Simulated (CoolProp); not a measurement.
Properties of n-perfluorobutane along the isotherm 410.2 K (Tc = 386.3 K, pc = 2.322 MPa, ω = 0.372).

The numbers come from the reference Helmholtz-energy equation of state, Gao 2022 in CoolProp.

```tsv
p (MPa)	phase	cp (kJ/(kg K))	cv (kJ/(kg K))	isothermal compressibility (1/MPa)
0.249	gas	0.9660	0.9255	4.137
0.498	gas	0.9751	0.9277	2.139
0.746	gas	0.9862	0.9301	1.483
0.995	gas	1.000	0.9329	1.162
1.24	gas	1.017	0.9360	0.9808
1.49	gas	1.041	0.9396	0.8668
1.74	gas	1.072	0.9439	0.7969
1.99	gas	1.116	0.9489	0.7584
2.24	gas	1.180	0.9548	0.7460
2.49	supercritical	1.278	0.9619	0.7589
2.74	supercritical	1.433	0.9703	0.7976
2.99	supercritical	1.675	0.9795	0.8494
3.23	supercritical	1.936	0.9872	0.8367
3.48	supercritical	2.019	0.9903	0.6641
```
